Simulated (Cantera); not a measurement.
Input: 1 mol Si, 0.041 mol N2O, a varied amount of N2, held at 18.0 Pa.

Cantera equilibrium calculation (NASA polynomials, part measured and part estimated; ideal gas, pure solids and liquids). Candidate condensed phases: Si, SiO2, Si2N2O, Si3N4; 16 gas species. Mutual solubility and eutectic melting of coexisting phases are not modelled. The numbers say what is thermodynamically allowed, not how fast it happens.

What condenses at these points (T in K, n(N2) in mol): (2050, 30); (1750, 180); (1525, 440); (1450, 280); (1525, 12); (1375, 74); (1825, 19)?


```csv
T (K),n(N2) in mol,condensed phases,Si condensed (%)
2050,30,gas only,0.0
1750,180,gas only,0.0
1525,440,Si3N4,93.2
1450,280,Si3N4,95.8
1525,12,Si3N4,95.8
1375,74,Si2N2O + Si3N4,99.7
1825,19,Si,44.4
```
